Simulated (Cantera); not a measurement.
A freely propagating, adiabatic, planar premixed flame of H2 : O2 : N2 = 1 : 0.455 : 1.71 (molar parts), equivalence ratio 1.1, unburnt at 373 K and 4.15 atm; mixture-averaged transport, grid criteria slope 0.08 and curve 0.16, no radiation.

Detailed kinetics in Cantera: the H2/O2 subset of GRI-Mech 3.0, which has no nitrogen chemistry. The hydrogen kinetics of GRI-Mech 3.0 are dated; newer H2 mechanisms differ, most at raised pressure. Burning velocities carry a grid error of a few per cent, more on coarse grids.

Q: Predict: laminar burning velocity; thermal thickness; peak x(H2O2); peak x(O); peak x(OH); peak x(HO2).

A: 
- laminar burning velocity = 337 cm/s
- thermal thickness = 0.0615 mm
- peak x(H2O2) = 0.000143
- peak x(O) = 0.00652
- peak x(OH) = 0.0145
- peak x(HO2) = 0.00107
